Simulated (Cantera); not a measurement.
**Ignition delay**

Mixture: 20.7 % CO, 0.934 % H2, 13.4 % O2, 50.4 % N2, 14.5 % H2O, equivalence ratio 0.81, at 7500 Torr, adiabatic and at constant volume. Ignition delay is the time to a rise of 400 K.

Model: GRI-Mech 3.0 (53 species, 325 reactions), integrated in Cantera. The hydrogen kinetics of GRI-Mech 3.0 are dated; newer H2 mechanisms differ, most at raised pressure.

```csv
T0 (K),delay (ms)
975,16.0
1025,5.19
1075,1.89
1125,0.756
1175,0.327
1225,0.152
1275,0.0749
```

| Property | Value |
|---|---|
| apparent activation energy between 1175 and 1275 K | 180 kJ/mol |
